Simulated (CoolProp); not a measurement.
Vapour-liquid equilibrium of diethyl ether (1) + methanol (2) at 415.5 K; x and y are mole fractions of (1).

Values from CoolProp's multi-fluid Helmholtz-energy mixture model, Thol 2014 and de Reuck 1993; pair parameters Bell 2016.

```
x     bubble pressure, mixture model (bar)  bubble pressure, Raoult's law (bar)  y, mixture model  y, Raoult's law
----  ------------------------------------  -----------------------------------  ----------------  ---------------
0.05                                 12.46                                11.76             0.103            0.066
0.2                                  14.51                                12.36             0.311            0.251
0.35                                 15.78                                12.95             0.444            0.420
0.5                                  16.52                                13.55             0.552            0.573
0.65                                 16.83                                14.14             0.658            0.714
0.8                                  16.68                                14.74             0.779            0.843
0.95                                 15.95                                15.34             0.935            0.962
```

The largest gap from Raoult's law is +21.9 % in bubble pressure, at x = 0.5. y crosses x between x = 0.65 and 0.8: the model has an azeotrope there.

The pair parameters rest on a limited set of measurements; away from them the model extrapolates.
